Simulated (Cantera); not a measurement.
Feed: 1 mol Si, 6 mol F₂, 0.97 mol N₂, equilibrated at 948.15 K and 75.0 Torr.

Method: chemical equilibrium by Gibbs-energy minimisation in Cantera with the NASA 1993 tables (ideal gas, pure condensed phases). Candidate condensed phases: Si, Si₃N₄; 16 gas species. Equilibrium is a limit: real reactors are often held back by kinetics, nucleation or transport.

Base state: F₂ 0.546, SiF₄ 0.159, N₂ 0.147, F 0.133, NF₃ 0.0148 (mole fractions); condensed: gas only.

Q: What changes in the equilibrium state with this change: temperature from 948.15 K to 1698 K?

A: 
```json
[
 {"species": "F", "before": "0.133", "after": "0.800"},
 {"species": "SiF₄", "before": "0.159", "after": "0.100"},
 {"species": "N₂", "before": "0.147", "after": "0.0975"},
 {"species": "F₂", "before": "0.546", "after": "0.00180"},
 {"species": "NF₃", "before": "0.0148", "after": "1.86e-9"}
]
```
